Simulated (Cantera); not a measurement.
**Adiabatic ignition**

An adiabatic, constant-volume homogeneous reactor starts with 4.62 % CH₄, 20.1 % O₂, 75.3 % N₂, equivalence ratio 0.46, at 1475 K and 3.30 bar.

Computed with Cantera and GRI-Mech 3.0 (53 species, 325 reactions).

```
t (s)     T (K)  P (bar)   x CH₄    x O₂      x O      x NO    x C₂H₄
--------  -----  -------  ------  ------  -------  --------  --------
6.00e-6    1475     3.30  0.0462   0.201  5.10e-9    <1e-12  1.52e-11
1.26e-5    1475     3.30  0.0462   0.201  8.40e-9    <1e-12  1.87e-10
2.64e-5    1475     3.30  0.0462   0.201  1.77e-8    <1e-12   2.57e-9
5.53e-5    1475     3.30  0.0462   0.201  5.00e-8    <1e-12   4.65e-8
0.000116   1475     3.30  0.0460   0.201  1.82e-7    <1e-12   1.21e-6
0.000243   1481     3.31  0.0451   0.200  6.83e-7  2.10e-12   2.87e-5
0.000510   2584     5.82  <1e-12   0.106  0.00294  0.000526    <1e-12
0.00107    2578     5.80  <1e-12   0.104  0.00284   0.00358    <1e-12
0.00224    2568     5.78  <1e-12   0.102  0.00269   0.00832    <1e-12
0.00470    2557     5.75  <1e-12  0.0998  0.00253    0.0134    <1e-12
0.00986    2551     5.74  <1e-12  0.0984  0.00245    0.0162    <1e-12
0.0207     2550     5.74  <1e-12  0.0982  0.00243    0.0167    <1e-12
0.0434     2550     5.74  <1e-12  0.0982  0.00243    0.0167    <1e-12
0.0910     2550     5.74  <1e-12  0.0982  0.00243    0.0167    <1e-12
0.191      2550     5.74  <1e-12  0.0982  0.00243    0.0167    <1e-12
0.400      2550     5.74  <1e-12  0.0982  0.00243    0.0167    <1e-12
```
x: mole fraction; the columns are a selection and need not sum to one.

| Quantity | Result |
|---|---|
| time of steepest temperature rise | 0.427 ms |
| temperature at 0.400 s | 2550 K |
| equilibrium temperature | 2550 K |
| x(CH₄) at 0.400 s | <1e-12 (gas-phase equilibrium <1e-12) |
| x(O₂) at 0.400 s | 0.0982 (gas-phase equilibrium 0.0982) |
| x(O) at 0.400 s | 0.00243 (gas-phase equilibrium 0.00243) |
